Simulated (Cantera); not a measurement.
Adiabatic ignition

An adiabatic, constant-volume homogeneous reactor starts with C3H8 : O2 : N2 = 1 : 8.93 : 25.9 (molar parts), at 1250 K and 3.36 atm.

Cantera simulation using GRI-Mech 3.0 (53 species, 325 reactions); the numbers are that mechanism's predictions, not measurements. GRI-Mech 3.0 was tuned for natural gas; its chemistry of propane as a main component is partial and can be far from experiment.

```json
[
 {"t (s)": "2.00e-6", "T (K)": "1250", "P (bar)": "3.40", "x C3H8": "0.0279", "x O2": "0.249", "x CH2CO": "<1e-12", "x CO2": "1.51e-12", "x O": "2.94e-9", "x N2O": "<1e-12", "x H2O": "5.94e-8"},
 {"t (s)": "8.73e-6", "T (K)": "1250", "P (bar)": "3.40", "x C3H8": "0.0279", "x O2": "0.249", "x CH2CO": "4.34e-11", "x CO2": "8.83e-11", "x O": "4.86e-9", "x N2O": "1.28e-12", "x H2O": "7.04e-7"},
 {"t (s)": "3.81e-5", "T (K)": "1250", "P (bar)": "3.40", "x C3H8": "0.0278", "x O2": "0.249", "x CH2CO": "7.77e-9", "x CO2": "1.23e-8", "x O": "2.09e-8", "x N2O": "2.14e-11", "x H2O": "1.89e-5"},
 {"t (s)": "0.000166", "T (K)": "1250", "P (bar)": "3.40", "x C3H8": "0.0273", "x O2": "0.249", "x CH2CO": "9.59e-7", "x CO2": "4.48e-7", "x O": "3.95e-8", "x N2O": "1.44e-10", "x H2O": "0.000277"},
 {"t (s)": "0.000725", "T (K)": "1262", "P (bar)": "3.45", "x C3H8": "0.0232", "x O2": "0.246", "x CH2CO": "6.00e-5", "x CO2": "7.45e-6", "x O": "1.65e-7", "x N2O": "1.18e-9", "x H2O": "0.00274"},
 {"t (s)": "0.00316", "T (K)": "2749", "P (bar)": "7.79", "x C3H8": "<1e-12", "x O2": "0.0950", "x CH2CO": "<1e-12", "x CO2": "0.0704", "x O": "0.00492", "x N2O": "3.12e-6", "x H2O": "0.0975"},
 {"t (s)": "0.0138", "T (K)": "2749", "P (bar)": "7.79", "x C3H8": "<1e-12", "x O2": "0.0948", "x CH2CO": "<1e-12", "x CO2": "0.0704", "x O": "0.00491", "x N2O": "3.12e-6", "x H2O": "0.0975"},
 {"t (s)": "0.0602", "T (K)": "2749", "P (bar)": "7.79", "x C3H8": "<1e-12", "x O2": "0.0948", "x CH2CO": "<1e-12", "x CO2": "0.0704", "x O": "0.00491", "x N2O": "3.12e-6", "x H2O": "0.0975"},
 {"t (s)": "0.263", "T (K)": "2749", "P (bar)": "7.79", "x C3H8": "<1e-12", "x O2": "0.0948", "x CH2CO": "<1e-12", "x CO2": "0.0704", "x O": "0.00491", "x N2O": "3.12e-6", "x H2O": "0.0975"},
 {"t (s)": "1.15", "T (K)": "2749", "P (bar)": "7.79", "x C3H8": "<1e-12", "x O2": "0.0948", "x CH2CO": "<1e-12", "x CO2": "0.0704", "x O": "0.00491", "x N2O": "3.12e-6", "x H2O": "0.0975"},
 {"t (s)": "5.00", "T (K)": "2749", "P (bar)": "7.79", "x C3H8": "<1e-12", "x O2": "0.0948", "x CH2CO": "<1e-12", "x CO2": "0.0704", "x O": "0.00491", "x N2O": "3.12e-6", "x H2O": "0.0975"}
]
```
x: mole fraction; the columns are a selection and need not sum to one.

The time of steepest temperature rise is 0.990 ms and the temperature at 5.00 s is 2749 K. The equilibrium temperature is 2749 K. The x(C3H8) at 5.00 s is <1e-12 (gas-phase equilibrium <1e-12) and the x(O2) at 5.00 s is 0.0948 (gas-phase equilibrium 0.0948). The x(CH2CO) at 5.00 s comes out as <1e-12 (gas-phase equilibrium <1e-12).
